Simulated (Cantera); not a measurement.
## Premixed flame

A freely propagating, adiabatic, planar premixed flame of 14.6 % CH3OH, 21.9 % O2, 63.5 % N2, unburnt at 398 K and 0.444 atm; mixture-averaged transport, grid criteria slope 0.08 and curve 0.16, no radiation.

Computed with Cantera and GRI-Mech 3.0 (53 species, 325 reactions). GRI-Mech 3.0 was tuned for natural gas; its chemistry of methanol as a main component is partial and can be far from experiment. Burning velocities carry a grid error of a few per cent, more on coarse grids.

```json
[
 {"z (mm)": "-1.45", "T (K)": "398", "u (m/s)": "1.05", "x CH3OH": "0.146", "x O2": "0.219", "x C2H6": "<1e-8", "x H2O2": "1.79e-7", "x C2H": "<1e-8", "x N2O": "<1e-8"},
 {"z (mm)": "-0.963", "T (K)": "400", "u (m/s)": "1.06", "x CH3OH": "0.145", "x O2": "0.218", "x C2H6": "<1e-8", "x H2O2": "3.53e-6", "x C2H": "<1e-8", "x N2O": "<1e-8"},
 {"z (mm)": "-0.723", "T (K)": "406", "u (m/s)": "1.08", "x CH3OH": "0.145", "x O2": "0.217", "x C2H6": "<1e-8", "x H2O2": "1.82e-5", "x C2H": "<1e-8", "x N2O": "<1e-8"},
 {"z (mm)": "-0.482", "T (K)": "458", "u (m/s)": "1.23", "x CH3OH": "0.141", "x O2": "0.211", "x C2H6": "<1e-8", "x H2O2": "0.000146", "x C2H": "<1e-8", "x N2O": "<1e-8"},
 {"z (mm)": "-0.241", "T (K)": "846", "u (m/s)": "2.37", "x CH3OH": "0.107", "x O2": "0.175", "x C2H6": "1.36e-7", "x H2O2": "0.00112", "x C2H": "<1e-8", "x N2O": "<1e-8"},
 {"z (mm)": "-0.120", "T (K)": "1281", "u (m/s)": "3.73", "x CH3OH": "0.0592", "x O2": "0.133", "x C2H6": "3.79e-7", "x H2O2": "0.00171", "x C2H": "<1e-8", "x N2O": "1.96e-8"},
 {"z (mm)": "0", "T (K)": "1719", "u (m/s)": "5.19", "x CH3OH": "0.00945", "x O2": "0.0887", "x C2H6": "3.84e-7", "x H2O2": "0.000174", "x C2H": "<1e-8", "x N2O": "3.91e-8"},
 {"z (mm)": "0.120", "T (K)": "1865", "u (m/s)": "5.67", "x CH3OH": "0.000162", "x O2": "0.0611", "x C2H6": "2.19e-8", "x H2O2": "1.09e-6", "x C2H": "<1e-8", "x N2O": "4.48e-8"},
 {"z (mm)": "0.241", "T (K)": "1901", "u (m/s)": "5.76", "x CH3OH": "6.17e-7", "x O2": "0.0458", "x C2H6": "<1e-8", "x H2O2": "2.98e-7", "x C2H": "<1e-8", "x N2O": "4.70e-8"},
 {"z (mm)": "0.482", "T (K)": "1948", "u (m/s)": "5.86", "x CH3OH": "<1e-8", "x O2": "0.0352", "x C2H6": "<1e-8", "x H2O2": "2.73e-7", "x C2H": "<1e-8", "x N2O": "4.84e-8"},
 {"z (mm)": "0.963", "T (K)": "2009", "u (m/s)": "5.99", "x CH3OH": "<1e-8", "x O2": "0.0304", "x C2H6": "<1e-8", "x H2O2": "2.23e-7", "x C2H": "<1e-8", "x N2O": "4.81e-8"},
 {"z (mm)": "1.93", "T (K)": "2086", "u (m/s)": "6.19", "x CH3OH": "<1e-8", "x O2": "0.0273", "x C2H6": "<1e-8", "x H2O2": "1.72e-7", "x C2H": "<1e-8", "x N2O": "5.10e-8"},
 {"z (mm)": "3.85", "T (K)": "2178", "u (m/s)": "6.42", "x CH3OH": "<1e-8", "x O2": "0.0240", "x C2H6": "<1e-8", "x H2O2": "1.32e-7", "x C2H": "<1e-8", "x N2O": "5.88e-8"}
]
```
x: mole fraction of selected species; z is measured from the peak of heat release.

```yaml
laminar_burning_velocity: 105 cm/s
thermal_thickness: 0.482 mm
peak x(C2H6): 4.88e-7
peak x(H2O2): 0.00173
peak x(C2H): <1e-8
grid_points: 142
```
